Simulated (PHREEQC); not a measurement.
A solution holds 0.0022 mol/kgw Sr(OH)2, at 25 °C. Closed to the air; pH follows from the charge balance.

Model: ion-association model, phreeqc.dat, run in PHREEQC.

Precipitation was switched off in this run.

Task: Estimate the pH, specific conductance.

Result: pH 11.60; specific conductance 1040 µS/cm.

Task: In which forms is Sr present?

Result: Sr+2 98 %, SrOH+ 1.6 % of the Sr.
